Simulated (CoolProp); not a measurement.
Properties of hydrogen sulfide along the isobar 41.5 bar.

Model: reference Helmholtz-energy equation of state, Lemmon 2006, in CoolProp. It is a short technical equation, of lower accuracy than the large ones.

```
T (K)   phase  density (kg/m³)  Joule-Thomson coefficient (K/MPa)  isothermal compressibility (1/MPa)  expansivity (1/kK)  viscosity (µPa s)
-----  ------  ---------------  ---------------------------------  ----------------------------------  ------------------  -----------------
198.8  liquid                ?                            -0.3375                           0.0008253               1.719                391
206.5  liquid            963.9                            -0.3314                           0.0008985               1.765                333
214.2  liquid            950.7                            -0.3236                           0.0009808               1.818                292
221.9  liquid            937.2                            -0.3138                            0.001074               1.878                263
229.6  liquid            923.6                            -0.3019                            0.001179               1.944                240
237.3  liquid            909.6                                  ?                                   ?               2.020                221
245    liquid            895.2                            -0.2706                            0.001440               2.106                205
252.6  liquid            880.7                            -0.2506                            0.001601               2.202                191
260.3  liquid            865.5                            -0.2267                            0.001792               2.314                178
268    liquid            849.8                            -0.1983                            0.002020               2.443                166
275.7  liquid            833.5                            -0.1646                            0.002295               2.594                155
283.4  liquid            816.5                            -0.1242                            0.002632               2.773                145
291.1  liquid            798.6                                  ?                            0.003054               2.989                135
298.8  liquid                ?                           -0.01587                            0.003596               3.255                126
```

What belongs in the gaps?


- 198.8, density (kg/m³): 976.9
- 237.3, Joule-Thomson coefficient (K/MPa): -0.2876
- 237.3, isothermal compressibility (1/MPa): 0.001301
- 291.1, Joule-Thomson coefficient (K/MPa): -0.07546
- 298.8, density (kg/m³): 779.7

Viscosity comes from a separate model (Quiñones-Cisneros 2012).
